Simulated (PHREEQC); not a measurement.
Solution (55 °C): 0.24 mol CuSO4, 0.0035 mol HBF4 and 0.05 mol H3BO3 per kg of water. Closed to the air; pH follows from the charge balance.

Equilibrium calculation in PHREEQC: ion-association model, wateq4f.dat.

No solid was allowed to form.

### Question
What pH, activity of water does the model give?

### Answer
pH 3.14; activity of water 0.993.

### Question
In which forms is B present?

### Answer
H3BO3 93 %, BF2(OH)2- 3.5 %, BF4- 2.5 %, BF3OH- 1.2 % of the B.

Constants without temperature data keep their 25 °C values here. Real BF4- forms and hydrolyses slowly; the run takes it at equilibrium.
